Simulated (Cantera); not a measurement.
Input (Python, Cantera):

```python
import numpy as np
import cantera as ct

surf = ct.Interface("ptcombust.yaml", "Pt_surf")
gas = surf.adjacent["gas"]
gas.TPX = 875, 470000, {'CO': 0.0021, 'O2': 0.084, 'N2': 0.79}
surf.TP = 875, 470000
reactor = ct.FlowReactor(gas, clone=False)
reactor.area = 0.0001  # m2
reactor.surface_area_to_volume_ratio = 300  # 1/m
reactor.mass_flow_rate = 0.076 * reactor.area * gas.density  # inlet velocity 0.076 m/s
reactor.energy_enabled = False
wall = ct.ReactorSurface(surf, reactor, clone=False)
net = ct.ReactorNet([reactor])
net.rtol, net.atol = 1e-8, 1e-16
show, cover = ['CO', 'O2', 'H2O', 'CO2'], ['PT(S)', 'H(S)', 'O(S)', 'OH(S)', 'CO(S)', 'C(S)']

rows = []
print(f"{'z/m':>9s}{'u/(m/s)':>9s}" + "".join(f"{s:>13s}" for s in show + cover))
for z in [0.00018, 0.00038, 0.00082, 0.0018, 0.0038, 0.0082, 0.018]:
    net.advance(z)
    rows.append([reactor.speed, *gas[show].X, *surf[cover].coverages])
    print(f"{z:9.4g}{rows[-1][0]:9.3g}" + "".join(f"{x:13.4e}" for x in rows[-1][1:]))
```

Output:

```
      z/m  u/(m/s)           CO           O2          H2O          CO2        PT(S)         H(S)         O(S)        OH(S)        CO(S)         C(S)
  0.00018    0.076   1.1828e-03   9.5330e-02   1.6537e-29   1.2156e-03   5.1983e-02   3.0382e-24   9.4753e-01   6.3533e-20   4.9158e-04   4.2419e-16
  0.00038   0.0759   6.0915e-04   9.5070e-02  -7.0838e-29   1.7900e-03   4.9362e-02   1.7288e-25   9.5041e-01   2.4200e-19   2.2763e-04   1.8595e-16
  0.00082   0.0759   1.6023e-04   9.4867e-02  -7.9736e-30   2.2394e-03   4.7590e-02   2.5272e-24   9.5235e-01   2.6576e-19   5.5545e-05   4.3658e-17
   0.0018   0.0759   9.3064e-06   9.4799e-02   9.7187e-30   2.3905e-03   4.7040e-02   3.3140e-24   9.5296e-01   3.5918e-19   3.1502e-06   2.4458e-18
   0.0038   0.0759   2.9241e-08   9.4795e-02  -2.4715e-31   2.3998e-03   4.7006e-02   2.1316e-24   9.5299e-01   2.2527e-19   9.8836e-09   7.6679e-21
   0.0082   0.0759   9.1682e-14   9.4795e-02   5.2341e-35   2.3999e-03   4.7006e-02   2.4939e-24   9.5299e-01   2.7050e-19   3.0989e-14   2.4042e-26
    0.018   0.0759  -2.3384e-17   9.4795e-02   6.6995e-35   2.3999e-03   4.7006e-02   2.6409e-24   9.5299e-01   2.8645e-19  -6.8481e-31  -1.2262e-42
```

Detailed kinetics in Cantera: Deutschmann's 1995 Pt surface mechanism with GRI-Mech 3.0 gas chemistry. Catalytic surfaces can have several steady states; this one follows from the mechanism file's or the stated starting coverage. Mass transfer to the wall is taken as infinitely fast.
